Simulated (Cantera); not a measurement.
Mixture: CH4 : C2H6 : O2 : N2 = 1 : 0.28 : 3.31 : 15.9 (molar parts), at 1700000 Pa, adiabatic and at constant volume. Ignition delay is the time to a rise of 400 K.

Detailed kinetics in Cantera: GRI-Mech 3.0 (53 species, 325 reactions). The pressure lies above the range GRI-Mech 3.0 was tuned for (to about 10 atm).

### Question
Predict: delay at 1150 K; delay at 1350 K; delay at 1550 K; delay at 1750 K; apparent activation energy between 1650 and 1850 K.

### Answer
| Item | Result |
|---|---|
| delay at 1150 K | 1.30 ms |
| delay at 1350 K | 84.8 µs |
| delay at 1550 K | 14.4 µs |
| delay at 1750 K | 3.98 µs |
| apparent activation energy between 1650 and 1850 K | 150 kJ/mol |
